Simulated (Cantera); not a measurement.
Charge: 1 mol SiCl4, 0.044 mol Cl2, 140 mol N2, at 1325 °C and 1 atm.

Cantera equilibrium calculation (NASA polynomials, part measured and part estimated; ideal gas, pure solids and liquids). Candidate condensed phases: Si, Si3N4; 13 gas species. The tables' values for SiCl3 are old estimates; treat these amounts as uncertain. Kinetics and transport are ignored.

Base state: N2 0.992, SiCl4 0.00696, Cl 0.000680, SiCl3 0.000125, Cl2 3.97e-5 (mole fractions); condensed: gas only.

What changes in the equilibrium state with this change: pressure from 1 atm to 12.0 mbar?


```
species    before     after
-------  --------  --------
N2          0.992     0.989
SiCl4     0.00696   0.00483
Cl       0.000680   0.00373
SiCl2     5.52e-6  0.000905
SiCl3    0.000125   0.00133
```

What changes in the equilibrium state with this change: pressure from 1 atm to 10.0 mbar?


```tsv
species	before	after
N2	0.992	0.989
SiCl4	0.00696	0.00462
Cl	0.000680	0.00408
SiCl2	5.52e-6	0.00104
SiCl3	0.000125	0.00140
Cl2	3.97e-5	1.41e-5
```

What changes in the equilibrium state with this change: 0.57 mol HF added?


```csv
species,before,after
N2,0.992,0.988
SiCl4,0.00696,0.00595
HCl,0,0.00399
SiF4,0,0.000991
HF,0,3.55e-5
SiCl3,0.000125,0.000108
```
Further candidate phases: NH4Cl.
